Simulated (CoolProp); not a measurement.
Properties of chlorine at several states (Tc = 143.7 °C, pc = 7.642 MPa, ω = 0.070).

Computed with CoolProp (reference Helmholtz-energy equation of state, Thol 2021).

| T (°C) | p (MPa) | phase | Z | speed of sound (m/s) | expansivity (1/kK) | fugacity coefficient |
|---|---|---|---|---|---|---|
| 18.75 | 0.162 | gas | 0.9781 | 210.4 | 3.684 | 0.9786 |
| -53.35 | 20 | liquid | 0.4722 | 1201 | 1.529 | 0.003141 |
| -63.25 | 0.0408 | liquid | 0.001009 | 1177 | 1.639 | 0.5517 |
